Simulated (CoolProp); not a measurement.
Saturated liquid density (kg/m³) of n-decane: the reference equation beside estimates from Tc = 617.7 K, pc = 2.101 MPa, ω = 0.488.

Computed with CoolProp (reference Helmholtz-energy equation of state, Lemmon 2006). It is a short technical equation, of lower accuracy than the large ones.

```tsv
T (K)	reference	Soave-Redlich-Kwong	Peng-Robinson
432.4	…	…	587.4
447.5	603.7	507.4	574.2
462.6	…	494.4	559.9
477.7	…	480.2	544.2
492.7	559.1	…	527.2
507.8	542.5	448.0	508.3
522.9	524.6	…	487.3
538	…	408.8	463.8
553	483.3	385.7	437.3
568.1	458.0	359.0	406.3
583.2	427.4	327.4	369.4
```

Question: Some entries are withheld; supply them.

Answer: 
- 432.4, reference: 617.3
- 432.4, Soave-Redlich-Kwong: 519.5
- 462.6, reference: 589.5
- 477.7, reference: 574.7
- 492.7, Soave-Redlich-Kwong: 464.9
- 522.9, Soave-Redlich-Kwong: 429.5
- 538, reference: 505.0

Absolute difference from the reference over all 11 rows, mean and median: Soave-Redlich-Kwong 18.3 and 17.4 %, Peng-Robinson 7.4 and 6.3 %.
